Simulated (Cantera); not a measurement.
Input: 1 mol SiH2Cl2, 1.5 mol CH4, 2.4 mol H2, held at 1725 °C and 5500 Pa.

Equilibrium computed with Cantera from the NASA thermochemical tables; the gas is ideal and each condensed phase is pure. Candidate condensed phases: C, C6H6, C7H8, C8H18, Si, SiC; 109 gas species. The tables' values for SiCl3, SiCl are old estimates; treat these amounts as uncertain. Equilibrium is a limit: real reactors are often held back by kinetics, nucleation or transport.

Base state: H2 0.735, HCl 0.246, SiCl2 0.0107, H 0.00587, Cl 0.00146, C2H2 (acetylene) 0.000557, SiCl3 0.000167, SiCl 8.49e-5 (mole fractions); condensed: C(graphite) + SiC(s).

Problem. What changes in the equilibrium state with this change: temperature from 1725 °C to 1902 °C?

Solution. 
```csv
species,before,after
H2,0.735,0.728
HCl,0.246,0.233
H,0.00587,0.0178
SiCl2,0.0107,0.0146
SiC2,1.73e-6,4.55e-5
Si2C,1.14e-6,2.80e-5
Si,4.21e-5,0.000521
SiH,5.77e-6,4.85e-5
"C(graphite), mol",0.574,0.594
"SiC(s), mol",0.918,0.881
```
The tables' values for SiCl, SiCl3 are old estimates; treat these amounts as uncertain. Gases not in the tables: Si2H6 and higher silanes.
